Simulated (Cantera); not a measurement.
Silicon epitaxy and polysilicon growth: SiCl4 + Cl2 + N2 + HCl

Input: 1 mol SiCl4, 0.24 mol Cl2, 31 mol N2, 0.21 mol HCl, equilibrated at 5800 Pa.

Cantera equilibrium calculation (NASA polynomials, part measured and part estimated; ideal gas, pure solids and liquids). Candidate condensed phases: NH4Cl, Si, Si3N4; 28 gas species. The tables' values for SiCl3 are old estimates; treat these amounts as uncertain. Equilibrium is a limit: real reactors are often held back by kinetics, nucleation or transport.

```
T (°C)   x N2  x SiCl4      x Cl     x Cl2    x HCl   x SiCl3   x SiCl2
------  -----  -------  --------  --------  -------  --------  --------
627     0.955   0.0308   2.64e-5   0.00738  0.00647  2.72e-11    <1e-12
702     0.955   0.0308   9.42e-5   0.00735  0.00647  4.34e-10    <1e-12
777     0.955   0.0308  0.000280   0.00725  0.00647   4.67e-9    <1e-12
852     0.955   0.0308  0.000715   0.00704  0.00647   3.69e-8    <1e-12
927     0.955   0.0308   0.00159   0.00659  0.00647   2.28e-7  1.49e-11
1002    0.954   0.0308   0.00313   0.00582  0.00646   1.18e-6  2.93e-10
1077    0.953   0.0307   0.00541   0.00467  0.00645   5.33e-6   4.61e-9
1152    0.951   0.0307   0.00818   0.00329  0.00644   2.22e-5   6.30e-8
1227    0.950   0.0306    0.0108   0.00199  0.00644   8.73e-5   7.93e-7
1302    0.949   0.0303    0.0129   0.00108  0.00643  0.000325   9.11e-6
1377    0.948   0.0294    0.0147  0.000588  0.00642   0.00107   8.60e-5
1452    0.945   0.0271    0.0178  0.000384  0.00640   0.00283  0.000554
```
x: gas mole fraction; nothing condenses.

From 627 °C to 1452 °C nothing is condensed. The main Si-bearing gas is SiCl4 throughout.
